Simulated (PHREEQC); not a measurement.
Make-up at 25 °C: 0.0075 mol/kgw HCl, 0.0019 mol/kgw MnSO4 and 9.3e-05 mol/kgw NiSO4. Closed to the air; pH follows from the charge balance.

The numbers come from PHREEQC with the ion-association model, wateq4f.dat.

This is a speciation only: nothing precipitates in the calculation.

Q: Order these S species by the share of S that they hold, largest first: HSO4-, MnSO4, NiSO4, SO4-2.

A: SO4-2 (64 %), HSO4- (28 %), MnSO4 (7.8 %), NiSO4 (0.41 %)

Q: Order these Mn species by the share of Mn that they hold, largest first: MnSO4, MnCl+, Mn+2.

A: Mn+2 (90 %), MnSO4 (8.2 %), MnCl+ (1.7 %)

The pH is 2.20 and the ionic strength 0.0136 mol/kgw. Species that the database lacks are ignored.
